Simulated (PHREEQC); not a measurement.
City or well water: speciation

A made-up water analysis in mmol/kgw, 78 °C, pH 6.36, pe 12.6:

```csv
constituent,mmol/kgw
Na,0.909
K,0.000488
Ca,4.22
Mg,1.1
Cl,7.02
S(6),0.532
Alkalinity (meq/kgw),3.44
Ba,0.00211
Si,0.0389
Li,0.00318
O(0) (counted as O atoms),0.445
```

Na is adjusted to close the charge balance.
Valence states are taken as typed.

Equilibrium calculation in PHREEQC: ion-association model, wateq4f.dat.

This is a speciation only: nothing precipitates in the calculation.

### Question
Predict the ionic strength.

### Answer
ionic strength 0.0162 mol/kgw.

### Question
In which forms is Mg present?

### Answer
Mg+2 89 %, MgSO4 7.3 %, MgHCO3+ 3.2 % of the Mg.

Constants without temperature data keep their 25 °C values here.
